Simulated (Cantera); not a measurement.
An adiabatic, constant-pressure homogeneous reactor starts with H2 : O2 : N2 : H2O = 1 : 0.962 : 3.62 : 1.1 (molar parts), equivalence ratio 0.52, at 1348 K and 0.375 atm. Integrator tolerance rtol = 1e-08.

Detailed kinetics in Cantera: GRI-Mech 3.0 (53 species, 325 reactions).

```json
[
 {"quantity": "time of steepest temperature rise", "before": "76.3 µs", "after": "75.9 µs"},
 {"quantity": "temperature at 6.00 s", "before": "2250 K", "after": "2388 K"},
 {"quantity": "equilibrium temperature", "before": "2250 K", "after": "2388 K"},
 {"quantity": "x(H2) at 6.00 s", "before": "0.00316 (gas-phase equilibrium 0.00316)", "after": "0.00532 (gas-phase equilibrium 0.00532)"},
 {"quantity": "x(O2) at 6.00 s", "before": "0.0691 (gas-phase equilibrium 0.0691)", "after": "0.0674 (gas-phase equilibrium 0.0674)"},
 {"quantity": "x(H2O) at 6.00 s", "before": "0.329 (gas-phase equilibrium 0.329)", "after": "0.323 (gas-phase equilibrium 0.323)"},
 {"quantity": "x(NO2) at 6.00 s", "before": "2.93e-6 (gas-phase equilibrium 2.93e-6)", "after": "4.10e-6 (gas-phase equilibrium 4.10e-6)"},
 {"quantity": "x(N2O) at 6.00 s", "before": "2.04e-7 (gas-phase equilibrium 2.04e-7)", "after": "3.42e-7 (gas-phase equilibrium 3.42e-7)"},
 {"quantity": "x(O) at 6.00 s", "before": "0.00158 (gas-phase equilibrium 0.00158)", "after": "0.00267 (gas-phase equilibrium 0.00267)"},
 {"quantity": "x(H) at 6.00 s", "before": "0.000681 (gas-phase equilibrium 0.000681)", "after": "0.00139 (gas-phase equilibrium 0.00139)"}
]
```

### Question
Name the change that produced these shifts.
A) initial temperature 1348 to 1475 K
B) initial temperature 1348 to 1373 K
C) constant volume in place of constant pressure
D) pressure from 0.375 atm to 4.93 atm

### Answer
C, constant volume in place of constant pressure
